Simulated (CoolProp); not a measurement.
Dimethyl carbonate at 293.15 K and 11.6 MPa is throttled through a valve to 3.78 MPa with no heat exchange. Each further row changes one setting.

Computed with CoolProp (reference Helmholtz-energy equation of state, Zhou 2011).

| case | temperature change (K) |
|---|---|
| as stated | (withheld) |
| outlet pressure 1.13 MPa | (withheld) |
| outlet pressure 4.91 MPa | (withheld) |

Problem. Fill in the missing entries.

Solution. 
- as stated, temperature change (K): +2.6
- outlet pressure 1.13 MPa, temperature change (K): +3.5
- outlet pressure 4.91 MPa, temperature change (K): +2.2
